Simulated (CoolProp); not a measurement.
A simple Rankine cycle with R245fa: condensing at 308.15 K, boiler at 2.12 MPa, turbine inlet 399.8 K, turbine efficiency 0.8, pump efficiency 0.8, no recuperator. Each further row changes one setting.

Computed with CoolProp (reference Helmholtz-energy equation of state, Akasaka 2015).

```csv
case,thermal efficiency (%),net work (kJ/kg),heat in (kJ/kg),turbine exit temperature (K),volume ratio over the turbine
as stated,13.4,32.4,242,333.9,12.2
turbine inlet 419.8 K,13.5,36.5,271,359.5,11.1
condensing temperature 300.15 K,(withheld),(withheld),253,328.3,16.1
boiler pressure 1.48 MPa,(withheld),(withheld),257,351.4,(withheld)
turbine efficiency 0.7,(withheld),(withheld),242,338.3,(withheld)
```

Question: Complete the blanks.

Answer: 
- condensing temperature 300.15 K, thermal efficiency (%): 14.5
- condensing temperature 300.15 K, net work (kJ/kg): 36.7
- boiler pressure 1.48 MPa, thermal efficiency (%): 11.9
- boiler pressure 1.48 MPa, net work (kJ/kg): 30.6
- boiler pressure 1.48 MPa, volume ratio over the turbine: 7.44
- turbine efficiency 0.7, thermal efficiency (%): 11.6
- turbine efficiency 0.7, net work (kJ/kg): 28.1
- turbine efficiency 0.7, volume ratio over the turbine: 12.4
